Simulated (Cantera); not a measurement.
A closed system holds: 1 mol BF3, 1.5 mol H2, 0.36 mol N2, equilibrated at 0.190 bar.

These are equilibrium values from Cantera (NASA tables, ideal gas, pure condensed phases), not measurements of a reactor. Candidate condensed phases: B, BN; 31 gas species. N2 is the only nitrogen source here; it is nearly inert below about 1500 K, so the nitride shown seldom forms there in practice. The tables' values for BF2 are old estimates; treat these amounts as uncertain. Kinetics and transport are ignored.

log p: log10 of the partial pressure in bar; n: condensed amount in mol.

| T (K) | log p H2 | log p BF3 | log p N2 | log p HF | log p BHF2 | log p BF2 | n BN(s) |
|---|---|---|---|---|---|---|---|
| 1123 | -1.01 | -1.19 | -1.63 | -2.41 | ? | -6.70 | 0.0191 |
| 1173 | -1.01 | -1.19 | -1.63 | -2.37 | ? | -6.21 | 0.0209 |
| 1223 | -1.01 | -1.19 | -1.64 | -2.33 | ? | -5.76 | 0.0227 |
| 1273 | -1.01 | -1.19 | -1.64 | -2.30 | ? | -5.34 | 0.0243 |
| 1323 | -1.01 | -1.19 | -1.64 | -2.27 | ? | -4.96 | 0.0259 |
| 1373 | -1.02 | -1.19 | -1.64 | -2.24 | ? | -4.60 | 0.0273 |
| 1423 | -1.02 | -1.19 | -1.64 | -2.21 | ? | -4.27 | 0.0284 |
| 1473 | -1.02 | -1.20 | -1.64 | -2.18 | ? | -3.97 | 0.0293 |
| 1523 | -1.02 | -1.20 | -1.64 | -2.16 | ? | -3.68 | 0.0297 |
| 1573 | -1.02 | -1.20 | -1.64 | -2.14 | ? | -3.42 | 0.0294 |
| 1623 | -1.02 | -1.20 | -1.64 | -2.12 | ? | -3.17 | 0.0283 |
| 1673 | -1.02 | -1.21 | -1.64 | -2.10 | ? | -2.93 | 0.0259 |

What belongs in the gaps?


- 1123, log p BHF2: -4.33
- 1173, log p BHF2: -4.13
- 1223, log p BHF2: -3.95
- 1273, log p BHF2: -3.78
- 1323, log p BHF2: -3.62
- 1373, log p BHF2: -3.48
- 1423, log p BHF2: -3.35
- 1473, log p BHF2: -3.22
- 1523, log p BHF2: -3.11
- 1573, log p BHF2: -3.00
- 1623, log p BHF2: -2.90
- 1673, log p BHF2: -2.81
